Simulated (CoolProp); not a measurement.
Vapour-liquid equilibrium of CH2F2 (R32) (1) + R143a (2) at 3.78 kPa; x and y are mole fractions of (1).

Computed with CoolProp (multi-fluid Helmholtz-energy mixture model, Tillner-Roth 1997 and Lemmon and Jacobsen 2000; pair parameters Bell 2016).

**Question.** Give the bubble temperature and the first vapour's composition at x = 0.2, 0.65, 0.95. Is there an azeotrope?

**Answer.** x = 0.2: 172.8 K, y = 0.300; x = 0.65: 171.8 K, y = 0.639; x = 0.95: 172.6 K, y = 0.918. y crosses x between x = 0.5 and 0.65: the model has an azeotrope there.

Pair parameters are fitted to limited data, so mixtures are less certain than the pure fluids.
